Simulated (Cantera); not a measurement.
A closed system holds: 1 mol V2O3, 350 mol H2, 3.3 mol H2O, at 1823 K.

Cantera equilibrium calculation (NASA polynomials, part measured and part estimated; ideal gas, pure solids and liquids). Candidate condensed phases: H2O, V, VO, V2O3, V2O4, V2O5; 12 gas species. VO: taken at fixed stoichiometry. The numbers say what is thermodynamically allowed, not how fast it happens.

Task: At 165 Torr, list the 3 most abundant gas species with their mole fractions, and the condensed phases.

Result: H2 0.987, H2O 0.0122, H 0.000918. Condensed: VO(s).
